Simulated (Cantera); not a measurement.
What does this Cantera script print?

```python
import numpy as np
import cantera as ct

gas_names = """
    Cu CuF CuF2 Cu2 F F2
""".split()
cond_names = """
    Cu(cr) Cu(L) CuF2(s) CuF2(L)
""".split()


# ... load() reads the species with a 1 bar reference pressure and builds the phases ...
atoms = {
    'Cu': {'Cu': 1},
    'F2': {'F': 2},
}
top_T = {}  # K; cautious upper limits of use, not melting points


# ... equilibrate(T, P, feed) seeds the gas with the atoms and calls Mixture.equilibrate('TP', solver="vcs", rtol=1e-11, max_steps=5000) ...
results = []
feed = {'Cu': 1, 'F2': 4.3}  # mol
T = 1023.15  # K
P = 2.6  # Pa
mix = equilibrate(T, P, feed)
results.append((T, P, feed, dict(zip(mix.species_names, mix.species_moles))))
x = sorted(zip(gas.X, gas.species_names), reverse=True)
print(f"T = {T:g} K  P = {P:g} Pa  gas = {mix.phase_moles(0):.4g} mol")
print("   x: " + "  ".join(f"{s} {v:.3e}" for v, s in x if v > 0.0001))
print("   condensed (mol): " + ("  ".join(f"{mix.phase(i).name} {mix.phase_moles(i):.4g}"
      for i in range(1, mix.n_phases) if mix.phase_moles(i) > 1e-12) or "none"))
```

It prints:

```
T = 1023.15 K  P = 2.6 Pa  gas = 7.59 mol
   x: F 8.670e-01  CuF2 1.317e-01  F2 1.296e-03
   condensed (mol): none
```

Cantera equilibrium calculation (NASA polynomials, part measured and part estimated; ideal gas, pure solids and liquids).
